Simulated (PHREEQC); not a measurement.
Dissolve 12 mmol/kgw HCl, 1.7 mmol/kgw LiCl and 26 mmol/kgw Fe2(SO4)3 at 25 °C. Closed to the air; pH follows from the charge balance.

Equilibrium calculation in PHREEQC: ion-association model, wateq4f.dat.

Precipitation was switched off in this run.

Problem. Predict the pH, ionic strength.

Solution. pH 2.23; ionic strength 0.0917 mol/kgw.

Problem. In which forms is S present?

Solution. FeSO4+ 52 %, SO4-2 24 %, Fe(SO4)2- 16 %, HSO4- 6.7 %, FeHSO4+2 1.7 % of the S.

The solution is supersaturated, for example in Hematite (slow to form), Goethite (slow to form), so a real one may precipitate; this is no full list.
